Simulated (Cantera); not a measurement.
Cantera run:

```python
import numpy as np
import cantera as ct

gas_names = """
    Cr CrO CrO2 CrO3 H HO2 H2 H2O H2O2 O OH O2 O3
""".split()
cond_names = """
    Cr(cr) Cr(L) Cr2O3(s) Cr2O3(L) H2O(s) H2O(L)
""".split()


# ... load() reads the species with a 1 bar reference pressure and builds the phases ...
atoms = {
    'Cr2O3': {'Cr': 2, 'O': 3},
    'H2': {'H': 2},
    'H2O': {'H': 2, 'O': 1},
}
top_T = {}  # K; cautious upper limits of use, not melting points


# ... equilibrate(T, P, feed) seeds the gas with the atoms and calls Mixture.equilibrate('TP', solver="vcs", rtol=1e-11, max_steps=5000) ...
results = []
P = 100000  # Pa
for T in [975, 1075, 1175, 1275, 1375, 1475, 1575, 1675, 1775, 1875, 1975, 2075, 2175]:
    for m in [96, 230, 370, 500, 630, 770, 900, 1000]:
        feed = {'Cr2O3': 1, 'H2': m, 'H2O': 0.064}  # mol
        mix = equilibrate(T, P, feed)
        results.append((T, P, feed, dict(zip(mix.species_names, mix.species_moles))))

for T, P, feed, n in results:
    print(f"{T:7g} {feed['H2']:10.4g}  " + (" + ".join(c for c in cond_names if n.get(c, 0) > 1e-12) or "gas only"))
```

It prints:

```
    975         96  Cr2O3(s)
    975        230  Cr2O3(s)
    975        370  Cr2O3(s)
    975        500  Cr2O3(s)
    975        630  Cr2O3(s)
    975        770  Cr2O3(s)
    975        900  Cr2O3(s)
    975       1000  Cr2O3(s)
   1075         96  Cr2O3(s)
   1075        230  Cr2O3(s)
   1075        370  Cr2O3(s)
   1075        500  Cr2O3(s)
   1075        630  Cr2O3(s)
   1075        770  Cr2O3(s)
   1075        900  Cr2O3(s)
   1075       1000  Cr2O3(s)
   1175         96  Cr2O3(s)
   1175        230  Cr2O3(s)
   1175        370  Cr2O3(s)
   1175        500  Cr2O3(s)
   1175        630  Cr2O3(s)
   1175        770  Cr2O3(s)
   1175        900  Cr(cr) + Cr2O3(s)
   1175       1000  Cr(cr) + Cr2O3(s)
   1275         96  Cr2O3(s)
   1275        230  Cr2O3(s)
   1275        370  Cr(cr) + Cr2O3(s)
   1275        500  Cr(cr) + Cr2O3(s)
   1275        630  Cr(cr) + Cr2O3(s)
   1275        770  Cr(cr) + Cr2O3(s)
   1275        900  Cr(cr) + Cr2O3(s)
   1275       1000  Cr(cr) + Cr2O3(s)
   1375         96  Cr2O3(s)
   1375        230  Cr(cr) + Cr2O3(s)
   1375        370  Cr(cr) + Cr2O3(s)
   1375        500  Cr(cr) + Cr2O3(s)
   1375        630  Cr(cr) + Cr2O3(s)
   1375        770  Cr(cr) + Cr2O3(s)
   1375        900  Cr(cr) + Cr2O3(s)
   1375       1000  Cr(cr) + Cr2O3(s)
   1475         96  Cr(cr) + Cr2O3(s)
   1475        230  Cr(cr) + Cr2O3(s)
   1475        370  Cr(cr) + Cr2O3(s)
   1475        500  Cr(cr) + Cr2O3(s)
   1475        630  Cr(cr) + Cr2O3(s)
   1475        770  Cr(cr) + Cr2O3(s)
   1475        900  Cr(cr) + Cr2O3(s)
   1475       1000  Cr(cr) + Cr2O3(s)
   1575         96  Cr(cr) + Cr2O3(s)
   1575        230  Cr(cr) + Cr2O3(s)
   1575        370  Cr(cr) + Cr2O3(s)
   1575        500  Cr(cr) + Cr2O3(s)
   1575        630  Cr(cr) + Cr2O3(s)
   1575        770  Cr(cr) + Cr2O3(s)
   1575        900  Cr(cr) + Cr2O3(s)
   1575       1000  Cr(cr) + Cr2O3(s)
   1675         96  Cr(cr) + Cr2O3(s)
   1675        230  Cr(cr) + Cr2O3(s)
   1675        370  Cr(cr) + Cr2O3(s)
   1675        500  Cr(cr) + Cr2O3(s)
   1675        630  Cr(cr) + Cr2O3(s)
   1675        770  Cr(cr) + Cr2O3(s)
   1675        900  Cr(cr)
   1675       1000  Cr(cr)
   1775         96  Cr(cr) + Cr2O3(s)
   1775        230  Cr(cr) + Cr2O3(s)
   1775        370  Cr(cr) + Cr2O3(s)
   1775        500  Cr(cr) + Cr2O3(s)
   1775        630  Cr(cr)
   1775        770  Cr(cr)
   1775        900  Cr(cr)
   1775       1000  Cr(cr)
   1875         96  Cr(cr) + Cr2O3(s)
   1875        230  Cr(cr) + Cr2O3(s)
   1875        370  Cr(cr)
   1875        500  Cr(cr)
   1875        630  Cr(cr)
   1875        770  Cr(cr)
   1875        900  Cr(cr)
   1875       1000  Cr(cr)
   1975         96  Cr(cr) + Cr2O3(s)
   1975        230  Cr(cr)
   1975        370  Cr(cr)
   1975        500  Cr(cr)
   1975        630  Cr(cr)
   1975        770  Cr(cr)
   1975        900  Cr(cr)
   1975       1000  Cr(cr)
   2075         96  Cr(cr) + Cr2O3(s)
   2075        230  Cr(cr)
   2075        370  Cr(cr)
   2075        500  Cr(cr)
   2075        630  Cr(cr)
   2075        770  Cr(cr)
   2075        900  gas only
   2075       1000  gas only
   2175         96  Cr(L) + Cr2O3(s)
   2175        230  Cr(L)
   2175        370  gas only
   2175        500  gas only
   2175        630  gas only
   2175        770  gas only
   2175        900  gas only
   2175       1000  gas only
```

These are equilibrium values from Cantera (NASA tables, ideal gas, pure condensed phases), not measurements of a reactor. Mutual solubility and eutectic melting of coexisting phases are not modelled.
